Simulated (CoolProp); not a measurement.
Saturation properties of R1336mzz(Z) (Tc = 171.3 °C, pc = 2.904 MPa, ω = 0.386).

Values from CoolProp's reference Helmholtz-energy equation of state, McLinden 2020.

```tsv
T (°C)	p (MPa)	liquid density (kg/m³)	vapour density (kg/m³)	enthalpy of vaporisation (kJ/kg)	liquid cp (kJ/(kg K))
-56.85	0.0006269	1562	0.05725	203.2	1.046
-54.05	0.0007941	1555	0.07162	202.0	1.053
-51.35	0.0009907	1549	0.08828	200.9	1.059
-48.55	0.001238	1543	0.1089	199.7	1.065
-45.75	0.001536	1536	0.1336	198.5	1.071
-42.95	0.001894	1530	0.1628	197.4	1.078
-40.25	0.002304	1524	0.1959	196.2	1.084
-37.45	0.002808	1517	0.2360	195.1	1.090
-34.65	0.003402	1511	0.2827	193.9	1.096
-31.85	0.004100	1504	0.3370	192.8	1.102
-29.05	0.004915	1497	0.3996	191.6	1.108
-26.35	0.005826	1491	0.4689	190.5	1.114
-23.55	0.006916	1485	0.5509	189.3	1.120
-20.75	0.008173	1478	0.6445	188.2	1.126
-17.95	0.009615	1471	0.7507	187.0	1.132
```

It boils at 33.5 °C under 1 atm.
